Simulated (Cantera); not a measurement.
Cantera run:

```python
import numpy as np
import cantera as ct

gas_names = """
    H H2 N NH NH2 NH3 N2 N2H2 N2H4 Si SiH SiH2 SiH3 SiH4 SiN Si2 Si2N Si3
""".split()
cond_names = """
    Si(cr) Si(L) Si3N4(a)
""".split()


# ... load() reads the species with a 1 bar reference pressure and builds the phases ...
atoms = {
    'trisilylamine': {'Si': 3, 'N': 1, 'H': 9},
    'NH3': {'N': 1, 'H': 3},
    'N2': {'N': 2},
}
top_T = {'Si3N4(a)': 2400}  # K; cautious upper limits of use, not melting points


# ... equilibrate(T, P, feed) seeds the gas with the atoms and calls Mixture.equilibrate('TP', solver="vcs", rtol=1e-11, max_steps=5000) ...
results = []
T = 1000  # K
P = 190  # Pa
for m in [2, 4.9, 7.8, 11, 14, 16, 19, 22, 25, 28, 31]:
    feed = {'trisilylamine': 1, 'NH3': 0.49, 'N2': m}  # mol
    mix = equilibrate(T, P, feed)
    results.append((T, P, feed, dict(zip(mix.species_names, mix.species_moles))))
    x = sorted(zip(gas.X, gas.species_names), reverse=True)
    print(f"T = {T:g} K  P = {P:g} Pa  n(N2) = {m:g} mol  gas = {mix.phase_moles(0):.4g} mol")
    print("   x: " + "  ".join(f"{s} {v:.3e}" for v, s in x if v > 1e-05))
    print("   condensed (mol): " + ("  ".join(f"{mix.phase(i).name} {mix.phase_moles(i):.4g}"
          for i in range(1, mix.n_phases) if mix.phase_moles(i) > 1e-12) or "none"))
```

Result:

```
T = 1000 K  P = 190 Pa  n(N2) = 2 mol  gas = 5.98 mol
   x: H2 8.754e-01  N2 1.246e-01
   condensed (mol): Si3N4(a) 1
T = 1000 K  P = 190 Pa  n(N2) = 4.9 mol  gas = 8.88 mol
   x: H2 5.895e-01  N2 4.105e-01
   condensed (mol): Si3N4(a) 1
T = 1000 K  P = 190 Pa  n(N2) = 7.8 mol  gas = 11.78 mol
   x: N2 5.556e-01  H2 4.444e-01
   condensed (mol): Si3N4(a) 1
T = 1000 K  P = 190 Pa  n(N2) = 11 mol  gas = 14.98 mol
   x: N2 6.505e-01  H2 3.495e-01
   condensed (mol): Si3N4(a) 1
T = 1000 K  P = 190 Pa  n(N2) = 14 mol  gas = 17.98 mol
   x: N2 7.088e-01  H2 2.912e-01
   condensed (mol): Si3N4(a) 1
T = 1000 K  P = 190 Pa  n(N2) = 16 mol  gas = 19.98 mol
   x: N2 7.380e-01  H2 2.620e-01
   condensed (mol): Si3N4(a) 1
T = 1000 K  P = 190 Pa  n(N2) = 19 mol  gas = 22.98 mol
   x: N2 7.722e-01  H2 2.278e-01
   condensed (mol): Si3N4(a) 1
T = 1000 K  P = 190 Pa  n(N2) = 22 mol  gas = 25.98 mol
   x: N2 7.985e-01  H2 2.015e-01
   condensed (mol): Si3N4(a) 1
T = 1000 K  P = 190 Pa  n(N2) = 25 mol  gas = 28.98 mol
   x: N2 8.194e-01  H2 1.806e-01
   condensed (mol): Si3N4(a) 1
T = 1000 K  P = 190 Pa  n(N2) = 28 mol  gas = 31.98 mol
   x: N2 8.363e-01  H2 1.637e-01
   condensed (mol): Si3N4(a) 1
T = 1000 K  P = 190 Pa  n(N2) = 31 mol  gas = 34.98 mol
   x: N2 8.503e-01  H2 1.497e-01
   condensed (mol): Si3N4(a) 1
```

Cantera equilibrium calculation (NASA polynomials, part measured and part estimated; ideal gas, pure solids and liquids). The feed counts by its element totals alone.
